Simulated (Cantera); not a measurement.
**Thermodynamics of iron carbonyl, mercury and lead vapours, feed Pb + O₂ + N₂**

Feed: 1 mol Pb, 1.2 mol O₂, 50 mol N₂, held at 1.33 mbar.

Method: chemical equilibrium by Gibbs-energy minimisation in Cantera with the NASA 1993 tables (ideal gas, pure condensed phases). Candidate condensed phases: Pb, PbO, PbO₂, Pb₃O₄; 12 gas species. Kinetics and transport are ignored.

From 548 K to 748 K the condensed part is PbO(red). From 798 K to 998 K the condensed part is PbO(yellow).

| T (K) | x N₂ | x O₂ | x PbO | x NO | x Pb | x NO₂ | n PbO(red) | n PbO(yellow) |
|---|---|---|---|---|---|---|---|---|
| 548 | 0.986 | 0.0138 | <1e-12 | 1.04e-9 | <1e-12 | 1.68e-10 | 1.00 | 0 |
| 598 | 0.986 | 0.0138 | <1e-12 | 5.55e-9 | <1e-12 | 3.09e-10 | 1.00 | 0 |
| 648 | 0.986 | 0.0138 | 2.51e-12 | 2.29e-8 | <1e-12 | 5.17e-10 | 1.00 | 0 |
| 698 | 0.986 | 0.0138 | 1.08e-10 | 7.72e-8 | <1e-12 | 8.03e-10 | 1.00 | 0 |
| 748 | 0.986 | 0.0138 | 2.79e-9 | 2.21e-7 | <1e-12 | 1.18e-9 | 1.00 | 0 |
| 798 | 0.986 | 0.0138 | 4.72e-8 | 5.55e-7 | 7.57e-12 | 1.64e-9 | 0 | 1.000 |
| 848 | 0.986 | 0.0138 | 5.69e-7 | 1.25e-6 | 2.78e-10 | 2.21e-9 | 0 | 1.000 |
| 898 | 0.986 | 0.0138 | 5.15e-6 | 2.57e-6 | 6.80e-9 | 2.87e-9 | 0 | 1.000 |
| 948 | 0.986 | 0.0138 | 3.67e-5 | 4.91e-6 | 1.18e-7 | 3.64e-9 | 0 | 0.998 |
| 998 | 0.986 | 0.0138 | 0.000214 | 8.77e-6 | 1.53e-6 | 4.50e-9 | 0 | 0.989 |
x: gas mole fraction; n: condensed amount in mol.
